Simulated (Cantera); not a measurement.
Input: 1 mol Fe, 0.78 mol O2, 160 mol H2, at 1100 °C and 1.10 mbar.

Equilibrium computed with Cantera from the NASA thermochemical tables; the gas is ideal and each condensed phase is pure. Candidate condensed phases: Fe, FeO, Fe(OH)2, Fe(OH)3, Fe2O3, Fe3O4, H2O; 12 gas species. The numbers say what is thermodynamically allowed, not how fast it happens.

Base state: H2 0.990, H2O 0.00975, H 9.99e-5 (mole fractions); condensed: Fe(γ).

Task: What changes in the equilibrium state with this change: temperature from 1100 °C to 1702 °C?

Result: 
| species | before | after |
|---|---|---|
| H2 | 0.990 | 0.944 |
| H | 9.99e-5 | 0.0401 |
| H2O | 0.00975 | 0.00945 |
| Fe | 7.09e-6 | 0.00609 |
| OH | 1.76e-8 | 3.82e-5 |
| Fe(γ), mol | 0.999 | 0 |
